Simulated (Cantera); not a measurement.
Mixture: 3.66 % CH₄, 0.274 % C₂H₆, 3.04 % C₃H₈, 19.5 % O₂, 73.5 % N₂, equivalence ratio 1.2, at 5.00 bar, adiabatic and at constant volume. Ignition delay is the time to a rise of 400 K.

Computed with Cantera and GRI-Mech 3.0 (53 species, 325 reactions). GRI-Mech 3.0 was tuned for natural gas; its chemistry of propane as a main component is partial and can be far from experiment.

Predict: delay at 1248 K; delay at 1323 K; delay at 1398 K; delay at 1473 K; delay at 1548 K; apparent activation energy between 1398 and 1548 K.


| Item | Result |
|---|---|
| delay at 1248 K | 1.03 ms |
| delay at 1323 K | 0.309 ms |
| delay at 1398 K | 0.108 ms |
| delay at 1473 K | 43.7 µs |
| delay at 1548 K | 20.6 µs |
| apparent activation energy between 1398 and 1548 K | 200 kJ/mol |
